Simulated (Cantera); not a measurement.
A Cantera script and its output.

```python
import numpy as np
import cantera as ct

gas = ct.Solution("gri30.yaml")
gas.TPX = 450, 34000, {'C2H6': 1, 'O2': 3.65, 'N2': 13.7, 'CO2': 0.42}
inlet = ct.Reservoir(gas, clone=True)
gas.equilibrate("HP")  # start burning
reactor = ct.IdealGasConstPressureReactor(gas, energy="on", clone=False)
exhaust = ct.Reservoir(gas, clone=True)
tau = [0.052, 0.023, 0.01, 0.0044, 0.0019, 0.00083, 0.00036, 0.00016, 7e-05, 3e-05, 1.3e-05][0]
for a, b in ((inlet, reactor), (reactor, exhaust)):
    ct.MassFlowController(a, b, mdot=lambda t: reactor.mass / tau)
net = ct.ReactorNet([reactor])
show = ['C2H6', 'O2', 'C2H4', 'N2O', 'NO']

rows = []
print(f"{'tau/s':>10s}{'T/K':>9s}" + "".join(f"{s:>11s}" for s in show))
for tau in [0.052, 0.023, 0.01, 0.0044, 0.0019, 0.00083, 0.00036, 0.00016, 7e-05, 3e-05, 1.3e-05]:
    net.initial_time = 0.0
    net.advance(30 * tau)
    before = gas.X
    net.advance(40 * tau)
    drift = np.max(np.abs(gas.X - before) / (gas.X + 1e-9))
    rows.append([gas.T, *gas[show].X, drift])
    print(f"{tau:10.3e}{gas.T:9.1f}" + "".join(f"{x:11.3e}" for x in gas[show].X))
```

Output:

```
     tau/s      T/K       C2H6         O2       C2H4        N2O         NO
 5.200e-02   2141.4  8.718e-07  1.859e-02  1.441e-06  7.269e-08  6.238e-04
 2.300e-02   2092.1  1.853e-06  2.090e-02  2.437e-06  6.179e-08  3.428e-04
 1.000e-02   2035.9  3.928e-06  2.331e-02  3.891e-06  5.416e-08  1.852e-04
 4.400e-03   1978.8  8.245e-06  2.563e-02  6.067e-06  4.899e-08  1.071e-04
 1.900e-03   1922.4  1.804e-05  2.802e-02  1.001e-05  4.516e-08  6.588e-05
 8.300e-04   1870.9  4.127e-05  3.079e-02  1.847e-05  4.218e-08  4.310e-05
 3.600e-04   1817.4  1.079e-04  3.538e-02  4.366e-05  3.874e-08  2.851e-05
 1.600e-04    450.0  5.328e-02  1.945e-01  2.187e-16  5.792e-22  1.142e-19
 7.000e-05    450.0  5.328e-02  1.945e-01 -1.212e-20 -3.210e-26 -6.333e-24
 3.000e-05    450.0  5.328e-02  1.945e-01 -7.657e-22 -2.028e-27 -4.000e-25
 1.300e-05    450.0  5.328e-02  1.945e-01 -4.836e-23 -1.281e-28 -2.527e-26
```

Detailed kinetics in Cantera: GRI-Mech 3.0 (53 species, 325 reactions).
